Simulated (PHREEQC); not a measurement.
Solution (20 °C): 0.03 mol/kgw HF, 5e-05 mol/kgw (CH3)4NF and 1.64e-06 mol/kgw H4SiO4. Closed to the air; pH follows from the charge balance.

Computed with PHREEQC (ion-association model, phreeqc.dat).

- pH = 2.35
- ionic strength = 0.00480 mol/kgw
- total alkalinity = -30.0 meq/kg

```
species   molality  activity   log γ
--------  --------  --------  ------
HF          0.0248    0.0249   0.000
H+         0.00475   0.00444  -0.029
F-         0.00440   0.00408  -0.032
HF2-      0.000402  0.000373  -0.032
(CH3)4N+   5.00e-5   4.64e-5  -0.032
SiF6-2     1.64e-6   1.23e-6  -0.126
```

Precipitation was switched off in this run. Species that the database lacks are ignored. (CH3)4N+ isn't in the database: it is added as a free cation with an ion size of 4 Å. SiF6-2 is the database's only silicon fluoride.
